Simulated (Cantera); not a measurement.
A closed system holds: 1 mol SiC, 0.05 mol H2O, 14 mol N2, 0.71 mol O2, held at 1700 K and 35000 Pa.

These are equilibrium values from Cantera (NASA tables, ideal gas, pure condensed phases), not measurements of a reactor. Candidate condensed phases: C, C6H6, C7H8, C8H18, H2O, Si, SiC, SiO2, Si2N2O, Si3N4; 151 gas species. Equilibrium is a limit: real reactors are often held back by kinetics, nucleation or transport.

Base state: N2 0.930, CO 0.0667, H2 0.00333, HCN 0.000204, SiO 0.000125, H 1.44e-5 (mole fractions); condensed: C(graphite) + Si2N2O(s).

Problem. What changes in the equilibrium state with this change: H2O from 0.05 to 1.2 mol?

Solution. 
| species | before | after |
|---|---|---|
| N2 | 0.930 | 0.862 |
| H2 | 0.00333 | 0.0745 |
| CO | 0.0667 | 0.0621 |
| SiO | 0.000125 | 0.00105 |
| H2O | 3.75e-8 | 5.57e-5 |
| CO2 | 2.20e-7 | 1.36e-5 |
| HCN | 0.000204 | 1.30e-5 |
| C(graphite), mol | 0.0279 | 0 |
| Si2N2O(s), mol | 0.499 | 0.121 |
| SiO2(condensed), mol | 0 | 0.740 |
Mutual solubility and eutectic melting of coexisting phases are not modelled. The tables hold silica as quartz up to 1696 K and as liquid above; real silica turns to tridymite and cristobalite and melts near 1996 K.
